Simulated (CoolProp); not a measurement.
A simple Rankine cycle with R11: condensing at 320.15 K, boiler at 0.826 MPa, turbine inlet 499 K, turbine efficiency 0.9, pump efficiency 0.7, no recuperator. Each further row changes one setting.

Values from CoolProp's reference Helmholtz-energy equation of state, Jacobsen 1992.

| case | thermal efficiency (%) | net work (kJ/kg) | heat in (kJ/kg) | turbine exit temperature (K) | volume ratio over the turbine |
|---|---|---|---|---|---|
| as stated | 11.3 | 32.4 | 285 | 444.3 | 3.52 |
| condensing temperature 312.15 K | 13.0 | 38.0 | 292 | 435.2 | 4.43 |
| boiler pressure 0.578 MPa | 8.5 | 24.5 | 287 | 459.0 | 2.51 |
| turbine efficiency 0.8 | 10.1 | 28.7 | 285 | 449.8 | 3.57 |
